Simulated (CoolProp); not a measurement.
Vapour-liquid equilibrium of R22 (1) + R142b (2) at 0.0404 bar; x and y are mole fractions of (1).

Values from CoolProp's multi-fluid Helmholtz-energy mixture model, Kamei 1995 and Lemmon 2006; pair parameters Bell 2016.

Give the bubble temperature and the first vapour's composition at x = 0.35, 0.65, 0.95. Is there an azeotrope?

x = 0.35: -81.2 °C, y = 0.767; x = 0.65: -87.2 °C, y = 0.929; x = 0.95: -91.6 °C, y = 0.994. No azeotrope shows between x = 0.05 and 0.95.

Pair parameters are fitted to limited data, so mixtures are less certain than the pure fluids.
